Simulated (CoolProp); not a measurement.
Vapour pressure (kPa) of cyclopropane: the reference equation beside estimates from Tc = 125.5 °C, pc = 5605 kPa, ω = 0.131. Clausius-Clapeyron is anchored at 19.05 °C with a constant enthalpy of vaporisation of 17.32 kJ/mol.

The numbers come from the reference Helmholtz-energy equation of state, Polt 1992 in CoolProp. This equation is an older, rougher fit; its heat capacities, sound speeds and derivatives of the liquid may be far off and weren't checked against measurements.

| T (°C) | reference | Lee-Kesler | Clausius-Clapeyron | van der Waals | Peng-Robinson |
|---|---|---|---|---|---|
| 8.15 | 446.3 | 444.6 | 466.5 | 1170 | 443.7 |
| 10.35 | 477.2 | 475.5 | 494.1 | 1217 | 474.2 |
| 12.45 | 508.1 | 506.4 | 521.5 | 1263 | 504.8 |
| 14.65 | 542.1 | 540.4 | 551.4 | 1312 | 538.5 |
| 16.85 | 577.7 | 576.1 | 582.6 | 1363 | 573.8 |
| 19.05 | 615.0 | 613.4 | 615.0 | 1415 | 610.8 |
| 21.15 | 652.2 | 650.7 | 647.1 | 1465 | 647.8 |
| 23.35 | 692.9 | 691.5 | 682.0 | 1519 | 688.3 |
| 25.55 | 735.4 | 734.2 | 718.2 | 1575 | 730.7 |
| 27.65 | 777.8 | 776.7 | 754.0 | 1629 | 772.9 |
| 29.85 | 824.1 | 823.1 | 792.9 | 1687 | 819.1 |
| 32.05 | 872.4 | 871.5 | 833.2 | 1747 | 867.3 |
| 34.15 | 920.3 | 919.6 | 873.0 | 1805 | 915.3 |
| 36.35 | 972.7 | 972.0 | 916.1 | 1867 | 967.6 |
| 38.55 | 1027 | 1027 | 960.7 | 1930 | 1022 |

Absolute difference from the reference over all 15 rows, mean and median: Lee-Kesler 0.2 and 0.2 %, Clausius-Clapeyron 3.1 and 3.1 %, van der Waals 121.5 and 119.2 %, Peng-Robinson 0.6 and 0.6 %.
